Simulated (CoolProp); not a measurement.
R11 along the isotherm 226.85 °C: Z from the reference equation and from simpler models built on Tc = 198.0 °C, pc = 44.08 bar, ω = 0.189; each cubic takes its own stable root.

Model: reference Helmholtz-energy equation of state, Jacobsen 1992, in CoolProp.

```json
[
 {"p (bar)": "0.348", "phase": "gas", "reference": "0.9978"},
 {"p (bar)": "0.588", "phase": "gas", "reference": "0.9963"},
 {"p (bar)": "0.992", "phase": "gas", "reference": "0.9938"},
 {"p (bar)": "1.67", "phase": "gas", "reference": "0.9895"},
 {"p (bar)": "2.83", "phase": "gas", "reference": "0.9821"},
 {"p (bar)": "4.77", "phase": "gas", "reference": "0.9696"},
 {"p (bar)": "8.05", "phase": "gas", "reference": "0.9479"},
 {"p (bar)": "13.6", "phase": "gas", "reference": "0.9093"},
 {"p (bar)": "22.9", "phase": "gas", "reference": "0.8389"},
 {"p (bar)": "38.7", "phase": "gas", "reference": "0.6945"},
 {"p (bar)": "65.3", "phase": "supercritical", "reference": "0.3579"},
 {"p (bar)": "110", "phase": "supercritical", "reference": "0.4029"}
]
```

Task: How far does each simpler model (van der Waals, Peng-Robinson) lie from the reference over these 12 states: mean and median of the absolute difference, and the worst?

Result: 
- van der Waals: mean 3.4 %, median 0.3 %, worst +27.8 % at 226.85 °C and 110 bar
- Peng-Robinson: mean 1.2 %, median 0.6 %, worst +6.0 % at 226.85 °C and 65.3 bar
